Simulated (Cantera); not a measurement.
A perfectly stirred reactor is fed with H2 : O2 : N2 : H2O = 1 : 1 : 3.76 : 1.6 (molar parts), equivalence ratio 0.50, at 100000 Pa; it is adiabatic with a 350 K inlet, and is followed from long to short residence time, starting on the burning branch (τ in s: 0.15, 0.071, 0.033, 0.015, 0.0071, 0.0033, 0.0015, 0.00071, 0.00033, 0.00015, 7.2e-05, 3.3e-05, 1.6e-05).

Model: the H2/O2 subset of GRI-Mech 3.0, which has no nitrogen chemistry, integrated in Cantera.

Problem. Predict: blow-out, bracketed by the residence times tried; x(H2) at τ = 0.150 s; x(O2) at τ = 0.150 s; x(H2O) at τ = 0.150 s; x(H2O2) at τ = 0.150 s; x(HO2) at τ = 0.150 s; x(H2) at τ = 1.50 ms; x(O2) at τ = 1.50 ms; x(H2O) at τ = 1.50 ms; x(H2O2) at τ = 1.50 ms; x(HO2) at τ = 1.50 ms.

Solution. 
```json
{
  "blow_out_bracketed_by_the_residence_times_tried": "burning at 0.330 ms, out at 0.150 ms",
  "x(H2) at τ = 0.150 s": "0.000190",
  "x(O2) at τ = 0.150 s": "0.0729",
  "x(H2O) at τ = 0.150 s": "0.379",
  "x(H2O2) at τ = 0.150 s": "5.07e-7",
  "x(HO2) at τ = 0.150 s": "6.19e-6",
  "x(H2) at τ = 1.50 ms": "0.00429",
  "x(O2) at τ = 1.50 ms": "0.0744",
  "x(H2O) at τ = 1.50 ms": "0.373",
  "x(H2O2) at τ = 1.50 ms": "4.43e-6",
  "x(HO2) at τ = 1.50 ms": "6.76e-5"
}
```
